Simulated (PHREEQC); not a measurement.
A made-up water analysis in mg/kgw, 25 °C, pH 5.85, pe 8.5:

```json
[
 {"constituent": "Na", "mg/kgw": "0.135"},
 {"constituent": "K", "mg/kgw": "0.000123"},
 {"constituent": "Ca", "mg/kgw": "0.0524"},
 {"constituent": "Mg", "mg/kgw": "0.000383"},
 {"constituent": "Cl", "mg/kgw": "0.0583"},
 {"constituent": "S(6) as SO4", "mg/kgw": "0.213"},
 {"constituent": "Alkalinity as HCO3", "mg/kgw": "0.16"},
 {"constituent": "N(5) as NO3", "mg/kgw": "0.00166"},
 {"constituent": "Cu(2)", "mg/kgw": "0.00804"},
 {"constituent": "B", "mg/kgw": "0.00063"},
 {"constituent": "Si as SiO2", "mg/kgw": "0.00482"},
 {"constituent": "F", "mg/kgw": "5.09e-05"},
 {"constituent": "O(0) (dissolved oxygen)", "mg/kgw": "0.00213"}
]
```

Valence states are taken as typed.

The numbers come from PHREEQC with the ion-association model, wateq4f.dat.

```json
[
 {"quantity": "ionic strength (mol/kgw)", "before": "1.38e-5", "after": "1.56e-5"},
 {"quantity": "CO2 (mol/kgw)", "before": "1.27e-5", "after": "4.10e-5"},
 {"quantity": "HCO3- (mol/kgw)", "before": "4.03e-6", "after": "5.80e-6"},
 {"quantity": "Cu(OH)2 (mol/kgw)", "before": "1.28e-9", "after": "2.57e-10"},
 {"quantity": "CuOH+ (mol/kgw)", "before": "8.66e-10", "after": "3.91e-10"},
 {"quantity": "HSO4- (mol/kgw)", "before": "3.00e-10", "after": "6.72e-10"},
 {"quantity": "SI of Tenorite (CuO)", "before": "-2.83", "after": "-3.53"},
 {"quantity": "SI of Quartz (SiO2)", "before": "-3.12", "after": "-3.12"}
]
```

### Question
Which change was made?
A. N(5) from 0.00166 to 0.00332 mg/kgw
B. Alkalinity from 0.16 to 0.08 mg/kgw
C. pH from 5.85 to 5.5 at the same alkalinity

### Answer
C, pH from 5.85 to 5.5 at the same alkalinity

Precipitation was switched off in this run. SiF6-2 is the database's only silicon fluoride. Real BF4- forms and hydrolyses slowly; the run takes it at equilibrium.
